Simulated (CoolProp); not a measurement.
Vapour-liquid equilibrium of ethane (1) + propylene (2) at 10.1 kPa; x and y are mole fractions of (1).

Model: multi-fluid Helmholtz-energy mixture model, Bücker 2006 and Lemmon 2013; pair parameters Bell 2016, in CoolProp.

| x | bubble temperature (K) | y at the bubble point | dew temperature at overall composition x (K) | liquid density (mol/L) |
|---|---|---|---|---|
| 0.05 | (withheld) | 0.415 | 184.4 | 15.93 |
| 0.2 | 167.4 | 0.803 | 182.3 | 16.60 |
| 0.35 | 161.7 | (withheld) | (withheld) | 17.15 |
| 0.5 | 157.9 | 0.948 | 176.8 | (withheld) |
| 0.65 | 155.2 | 0.972 | 172.9 | 18.19 |
| 0.8 | 153.0 | 0.987 | 167.6 | 18.72 |
| 0.95 | 151.1 | (withheld) | (withheld) | (withheld) |

Q: Complete the blanks.

A: 
- 0.05, bubble temperature (K): 178.5
- 0.35, y at the bubble point: 0.905
- 0.35, dew temperature at overall composition x (K): 179.8
- 0.5, liquid density (mol/L): 17.67
- 0.95, y at the bubble point: 0.997
- 0.95, dew temperature at overall composition x (K): 157.7
- 0.95, liquid density (mol/L): 19.26

No azeotrope shows between x = 0.05 and 0.95.

Pair parameters are fitted to limited data, so mixtures are less certain than the pure fluids.
